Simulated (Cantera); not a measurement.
Equilibrium for chemical vapour transport: Fe₃O₄ + HCl + N₂

Input: 1 mol Fe₃O₄, 0.011 mol HCl, 4.3 mol N₂, equilibrated at 58000 Pa.

These are equilibrium values from Cantera (NASA tables, ideal gas, pure condensed phases), not measurements of a reactor. Candidate condensed phases: Fe, FeCl₂, FeCl₃, FeO, Fe(OH)₂, Fe(OH)₃, Fe₂O₃, Fe₃O₄, H₂O, NH₄Cl; 37 gas species. Mutual solubility and eutectic melting of coexisting phases are not modelled. Kinetics and transport are ignored.

From 1073 K to 1273 K the condensed part is Fe₂O₃(s) + Fe₃O₄(s). From 1373 K to 1773 K the condensed part is Fe₃O₄(s). The main Fe-bearing gas is FeCl₂ throughout.

| T (K) | log p N₂ | log p HCl | log p H₂O | log p FeCl₂ | log p Cl | log p NO | n Fe₂O₃(s) | n Fe₃O₄(s) |
|---|---|---|---|---|---|---|---|---|
| 1073 | -0.24 | -2.88 | -4.10 | -4.13 | -6.34 | -8.30 | 0.000525 | 0.999 |
| 1173 | -0.24 | -2.90 | -3.97 | -3.99 | -5.54 | -6.94 | 0.000684 | 0.999 |
| 1273 | -0.24 | -2.92 | -3.85 | -3.89 | -4.87 | -5.80 | 0.000415 | 0.999 |
| 1373 | -0.24 | -2.96 | -3.71 | -3.75 | -4.58 | -5.29 | 0 | 1.000 |
| 1473 | -0.24 | -3.02 | -3.58 | -3.62 | -4.42 | -5.00 | 0 | 0.999 |
| 1573 | -0.24 | -3.08 | -3.49 | -3.52 | -4.30 | -4.76 | 0 | 0.999 |
| 1673 | -0.24 | -3.15 | -3.42 | -3.45 | -4.21 | -4.57 | 0 | 0.999 |
| 1773 | -0.24 | -3.22 | -3.36 | -3.39 | -4.14 | -4.41 | 0 | 0.999 |
log p: log10 of the partial pressure in bar; n: condensed amount in mol.
